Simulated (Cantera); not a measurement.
A Cantera script and its output.

```python
import numpy as np
import cantera as ct

gas = ct.Solution("gri30.yaml")


def delay(T, t_max=10):
    gas.TPX = T, 920000, {'CO': 1, 'H2': 1.2, 'CH4': 0.27, 'O2': 1.3, 'N2': 17.1}
    reactor = ct.IdealGasReactor(gas, clone=False)
    net = ct.ReactorNet([reactor])
    net.rtol, net.atol = 1e-8, 1e-16
    while net.time < t_max:
        t_old, T_old = net.time, reactor.T
        net.step()
        if reactor.T > T + 400:  # ignition: a rise of 400 K
            return t_old + (T + 400 - T_old) / (reactor.T - T_old) * (net.time - t_old)
    return np.nan


taus = []
for T in [1150, 1250, 1350, 1450, 1550, 1650, 1750, 1850]:
    taus.append(delay(T))
    print(f"T0 = {T:6g} K   tau = {taus[-1]:.4e} s")
```

Result:

```
T0 =   1150 K   tau = 3.7376e-04 s
T0 =   1250 K   tau = 8.6007e-05 s
T0 =   1350 K   tau = 3.3118e-05 s
T0 =   1450 K   tau = 1.6380e-05 s
T0 =   1550 K   tau = 9.5374e-06 s
T0 =   1650 K   tau = 6.2832e-06 s
T0 =   1750 K   tau = 4.5932e-06 s
T0 =   1850 K   tau = 3.6791e-06 s
```

Model: GRI-Mech 3.0 (53 species, 325 reactions), integrated in Cantera. Where the delays flatten at high temperature, the 400 K rule measures the pace of heat release, not the induction time.
